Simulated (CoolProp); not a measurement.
Ethylene along the isobar 186 bar: fugacity coefficient from the reference equation and from simpler models built on Tc = 282.4 K, pc = 50.42 bar, ω = 0.087; each cubic takes its own stable root.

Model: reference Helmholtz-energy equation of state, Smukala 2000, in CoolProp.

```tsv
T (K)	phase	reference
278	liquid	0.2581
285.2	supercritical	0.2865
292.5	supercritical	0.3159
299.8	supercritical	0.3458
307	supercritical	0.3754
314.3	supercritical	0.4054
321.6	supercritical	0.4351
328.9	supercritical	0.4644
336.1	supercritical	0.4926
343.4	supercritical	0.5204
350.7	supercritical	0.5472
358	supercritical	0.5730
365.2	supercritical	0.5973
```

How far does each simpler model (van der Waals, Redlich-Kwong, Soave-Redlich-Kwong, Peng-Robinson) lie from the reference over these 13 states: mean and median of the absolute difference, and the worst?


- van der Waals: mean 8.2 %, median 4.4 %, worst +25.0 % at 278 K and 186 bar
- Redlich-Kwong: mean 2.1 %, median 1.6 %, worst +5.3 % at 278 K and 186 bar
- Soave-Redlich-Kwong: mean 4.6 %, median 4.7 %, worst +4.9 % at 292.5 K and 186 bar
- Peng-Robinson: mean 3.3 %, median 3.3 %, worst -3.4 % at 365.2 K and 186 bar
